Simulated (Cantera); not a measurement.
A Cantera script and what it prints.

```python
import numpy as np
import cantera as ct

gas_names = """
    C CN CO CO2 C2 CCN CNC C2N2 C2O C3 C3O2 C4 C4N2 C5 Cu CuO Cu2 N NCO NO NO2 NO3 N2 N2O O O2 O3
""".split()
cond_names = """
    C(gr) Cu(cr) Cu(L) CuO(s) Cu2O(s) Cu2O(L)
""".split()


# ... load() reads the species with a 1 bar reference pressure and builds the phases ...
atoms = {
    'CuO': {'Cu': 1, 'O': 1},
    'CO': {'C': 1, 'O': 1},
    'N2': {'N': 2},
}
top_T = {'C(gr)': 4500, 'CuO(s)': 1390}  # K; cautious upper limits of use, not melting points


# ... equilibrate(T, P, feed) seeds the gas with the atoms and calls Mixture.equilibrate('TP', solver="vcs", rtol=1e-11, max_steps=5000) ...
results = []
feed = {'CuO': 1, 'CO': 3.4, 'N2': 2.5}  # mol
P = 11000  # Pa
for T in [825, 1025, 1225, 1425, 1625, 1825, 2025, 2225, 2425]:
    mix = equilibrate(T, P, feed)
    results.append((T, P, feed, dict(zip(mix.species_names, mix.species_moles))))

top = {s: max(r[3][s] / sum(r[3][g] for g in gas_names) for r in results) for s in gas_names}
cols = sorted((s for s in top if top[s] > 1e-06), key=lambda s: -top[s])[:9]
seen = [c for c in cond_names if any(r[3].get(c, 0) > 1e-12 for r in results)]
print("log10 of partial pressures in bar; condensed amounts in mol")
print(f"{'T/K':>10s}" + "".join(f"{s[:9]:>10s}" for s in cols + seen))
for T, P, feed, n in results:
    ng = sum(n[g] for g in gas_names)
    print(f"{T:10.4g}" + "".join(f"{np.log10(max(n[s] / ng * P / 1e5, 1e-99)):10.3f}" for s in cols)
          + "".join(f"{n.get(c, 0):10.4g}" for c in seen))
```

Output:

```
log10 of partial pressures in bar; condensed amounts in mol
       T/K        N2        CO       CO2        Cu         O        O2        NO       Cu2       CuO     C(gr)    Cu(cr)     Cu(L)
       825    -1.289    -1.575    -1.496   -14.509   -25.871   -26.543   -19.043   -21.843   -27.584    0.5528         1         0
      1025    -1.332    -1.349    -1.729   -10.382   -19.717   -20.471   -14.899   -15.966   -20.806         0         1         0
      1225    -1.332    -1.349    -1.729    -7.616   -15.264   -15.776   -11.791   -12.040   -15.954         0         1         0
      1425    -1.332    -1.349    -1.729    -5.663   -12.062   -12.410    -9.560    -9.293   -12.505         0         0    0.9999
      1625    -1.332    -1.349    -1.730    -4.243    -9.651    -9.880    -7.883    -7.328    -9.962         0         0    0.9969
      1825    -1.334    -1.352    -1.732    -3.143    -7.769    -7.912    -6.577    -5.814    -7.990         0         0     0.961
      2025    -1.354    -1.371    -1.752    -2.266    -6.262    -6.339    -5.542    -4.614    -6.417         0         0    0.6916
      2225    -1.399    -1.416    -1.799    -1.801    -5.028    -5.057    -4.712    -4.139    -5.386         0         0         0
      2425    -1.401    -1.414    -1.809    -1.800    -4.012    -4.014    -4.014    -4.519    -4.928         0         0         0
```

These are equilibrium values from Cantera (NASA tables, ideal gas, pure condensed phases), not measurements of a reactor.
